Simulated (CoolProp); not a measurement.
A simple Rankine cycle with hexamethyldisiloxane (MM): condensing at 321.15 K, boiler at 1.42 MPa, turbine inlet 514.5 K, turbine efficiency 0.75, pump efficiency 0.8, no recuperator. Each further row changes one setting.

Computed with CoolProp (reference Helmholtz-energy equation of state, Thol 2016).

```csv
case,thermal efficiency (%),net work (kJ/kg),heat in (kJ/kg),turbine exit temperature (K),volume ratio over the turbine
as stated,13.7,72.7,530,458.7,121
turbine inlet 534.5 K,13.4,77.3,577,480.7,110
condensing temperature 313.15 K,14.4,78.6,546,455.5,170
boiler pressure 0.994 MPa,12.9,70.3,545,467.7,71.6
turbine efficiency 0.65,11.8,62.7,530,463.9,122
```
